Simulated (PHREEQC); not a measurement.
Make-up at 25 °C: 3.3 mmol/kgw Na2SO4, 120 mmol/kgw NaCl and 0.28 mmol/kgw FeSO4. Closed to the air; pH follows from the charge balance.

Computed with PHREEQC (ion-association model, phreeqc.dat).

Question: The ionic strength comes out as 0.130 mol/kgw. What activity coefficients do SO4-2, Cl-, NaSO4-, Na+, Fe+2 get?

Answer: SO4-2 0.34, Cl- 0.75, NaSO4- 0.77, Na+ 0.77, Fe+2 0.37.

Precipitation was switched off in this run.
